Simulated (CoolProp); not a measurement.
Values from CoolProp's reference Helmholtz-energy equation of state, Lemmon 2022.

For R1234yf, give the phase and the conductivity (mW/(m K)) at 77.05 °C and 0.101 MPa; 87.95 °C and 0.101 MPa.


- 77.05 °C and 0.101 MPa: gas; conductivity 18.2
- 87.95 °C and 0.101 MPa: gas; conductivity 19.1

Thermal conductivity comes from a separate model (Perkins 2011).
